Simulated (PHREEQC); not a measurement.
0.2 g of hydrous ferric oxide (600 m²/g; 0.2 weak and 0.005 strong sites per Fe, Dzombak-Morel constants, diffuse double layer) in 1 kg of water with 0.01 mol/kgw of an inert sodium salt and 0.0032 mmol/kgw CaCl2 and 0.00086 mmol/kgw Na2SeO4, at 25 °C; the pH is set by adding NaOH or the inert anion's acid. Oxygen is held at 0.21 atm. The system is closed to CO2. Nothing may precipitate in this run.

The series has 13 steps of pH, from 3 to 9.

Model: ion-association model, wateq4f.dat, run in PHREEQC.

Q: Near which pH is half of the Ca sorbed, and on which side is more sorbed?

A: Near pH 8.3, with more sorbed at higher pH.

Q: Near which pH is half of the Se sorbed, and on which side is more sorbed?

A: Near pH 6.6, with more sorbed at lower pH.

Complexes and solids missing from the database can't appear. The oxide is taken as insoluble; below pH 4 it would dissolve.
